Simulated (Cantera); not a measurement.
Ti(OiPr)4 + H2 (titanium nitride, carbide and oxide coatings)

Input: 1 mol Ti(OiPr)4, a varied amount of H2, at 5.80 mbar.

These are equilibrium values from Cantera (NASA tables, ideal gas, pure condensed phases), not measurements of a reactor. Candidate condensed phases: C, C6H6, C7H8, C8H18, H2O, Ti, TiC, TiO, TiO2, Ti2O3, Ti3O5, Ti4O7; 113 gas species. The feed counts by its element totals alone. Mutual solubility and eutectic melting of coexisting phases are not modelled. TiC: taken at fixed stoichiometry. Condensed phases not in the tables: Magnéli phases beyond Ti4O7. Kinetics and transport are ignored.

Stable condensed phases:

```
T in °C \ n(H2) in mol
         7.2  10  15  21  31  44  63  91 130 190
   1677    A   A   A   A   A   A   A   A   A   A
   1577    A   A   A   A   A   A   A   A   A   A
   1477    A   A   A   A   A   A   A   A   A   A
   1377    A   A   A   A   A   A   A   A   A   A
   1277    A   A   A   A   A   A   A   A   A   A
   1177    A   A   A   A   A   A   A   A   A   A
   1077    A   A   A   A   A   A   A   A   A   A
    977    A   A   A   A   A   A   A   A   A   A
    877    B   B   C   C   C   A   A   A   A   A
    777    D   D   D   D   D   D   D   D   B   B
```

A: C + TiC; B: C + Ti3O5; C: C + TiC + Ti3O5; D: C + Ti4O7.
